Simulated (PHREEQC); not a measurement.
Consider water at 10 °C with 0.26 mol/kgw H3PO4 and 0.00042 mol/kgw ZnSO4. Closed to the air; pH follows from the charge balance.

The numbers come from PHREEQC with the ion-association model, wateq4f.dat.

The ionic strength comes out as 0.0508 mol/kgw. What activity coefficients do Zn+2, H+, H2PO4-, HSO4-, SO4-2 get?

Zn+2 0.49, H+ 0.86, H2PO4- 0.83, HSO4- 0.82, SO4-2 0.47.

This is a speciation only: nothing precipitates in the calculation. Complexes and solids missing from the database can't appear. H3PO4, which wateq4f.dat lacks, is added to it with the constant of phreeqc.dat. Constants without temperature data keep their 25 °C values here. The database has no phosphate complexes of Zn.
